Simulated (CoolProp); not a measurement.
R236EA along the isotherm 303.8 K: density (kg/m³) from the reference equation and from simpler models built on Tc = 412.4 K, pc = 3.414 MPa, ω = 0.368; each cubic takes its own stable root.

Computed with CoolProp (reference Helmholtz-energy equation of state, Rui 2013).

```tsv
p (MPa)	phase	reference
0.427	liquid	1409
0.853	liquid	1411
1.28	liquid	1413
1.71	liquid	1414
2.13	liquid	1416
2.56	liquid	1418
2.99	liquid	1420
3.41	liquid	1422
3.84	liquid	1423
4.27	liquid	1425
4.69	liquid	1427
5.12	liquid	1428
```

Problem. How far does each simpler model (van der Waals, Redlich-Kwong, Soave-Redlich-Kwong, Peng-Robinson) lie from the reference over these 12 states: mean and median of the absolute difference, and the worst?

Solution. 
- van der Waals: mean 48.8 %, median 39.4 %, worst -98.0 % at 303.8 K and 0.427 MPa
- Redlich-Kwong: mean 20.6 %, median 13.6 %, worst -98.0 % at 303.8 K and 0.427 MPa
- Soave-Redlich-Kwong: mean 8.6 %, median 8.6 %, worst -9.1 % at 303.8 K and 0.427 MPa
- Peng-Robinson: mean 3.3 %, median 3.3 %, worst +3.7 % at 303.8 K and 5.12 MPa

At some of these states van der Waals, Redlich-Kwong gives the other phase, because its saturation line lies elsewhere.
